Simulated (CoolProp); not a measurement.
Properties of CF4 (R14) along the isotherm -36.95 °C.

Computed with CoolProp (reference Helmholtz-energy equation of state, Platzer 1990). This equation is an older, rougher fit; its heat capacities, sound speeds and derivatives of the liquid may be far off and weren't checked against measurements.

```csv
p (MPa),phase,Z,viscosity (µPa s),conductivity (mW/(m K)),fugacity coefficient
0.513,gas,…,14.3,11.4,0.9591
1.03,gas,0.9129,…,11.8,0.9186
1.54,gas,0.8659,15.2,12.2,0.8793
2.05,gas,…,15.9,12.8,…
2.57,gas,…,16.7,…,0.8012
3.08,gas,0.6950,17.7,14.9,0.7627
3.59,gas,0.6200,…,16.9,0.7240
4.1,supercritical,0.5232,21.9,20.8,0.6842
4.62,supercritical,0.3862,29.1,29.5,0.6414
5.13,supercritical,0.3054,42.3,33.7,0.5984
5.64,supercritical,0.2961,…,35.0,0.5599
```

Complete the blanks.


- 0.513, Z: 0.9577
- 1.03, viscosity (µPa s): 14.7
- 2.05, Z: 0.8152
- 2.05, fugacity coefficient: 0.8404
- 2.57, Z: 0.7583
- 2.57, conductivity (mW/(m K)): 13.7
- 3.59, viscosity (µPa s): 19.2
- 5.64, viscosity (µPa s): 50.2

Viscosity comes from a separate model (Huber 2003), an estimate that may be off by 10 % or more. Thermal conductivity comes from a separate model (Huber 2003), an estimate that may be off by 10 % or more.
